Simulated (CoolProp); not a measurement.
Vapour-liquid equilibrium of R134a (1) + R124 (2) at 0.0313 MPa; x and y are mole fractions of (1).

The numbers come from the multi-fluid Helmholtz-energy mixture model, Tillner-Roth 1994 and de Vries 1995; pair parameters Bell 2016 in CoolProp.

| x | bubble temperature (°C) | y at the bubble point | dew temperature at overall composition x (°C) | liquid density (mol/L) |
|---|---|---|---|---|
| 0.05 | -38.1 | 0.108 | -37.4 | 11.45 |
| 0.2 | -41.0 | 0.355 | ___ | 11.83 |
| 0.35 | ___ | 0.529 | -41.0 | 12.22 |
| 0.5 | -45.1 | 0.663 | -42.9 | 12.62 |
| 0.65 | ___ | 0.772 | -44.9 | 13.04 |
| 0.8 | ___ | 0.871 | -46.8 | 13.49 |
| 0.95 | ___ | 0.967 | -48.5 | 13.98 |

Problem. Fill in the missing entries.

Solution. 
- 0.2, dew temperature at overall composition x (°C): -39.1
- 0.35, bubble temperature (°C): -43.3
- 0.65, bubble temperature (°C): -46.5
- 0.8, bubble temperature (°C): -47.7
- 0.95, bubble temperature (°C): -48.7

No azeotrope shows between x = 0.05 and 0.95.

Pair parameters are fitted to limited data, so mixtures are less certain than the pure fluids.
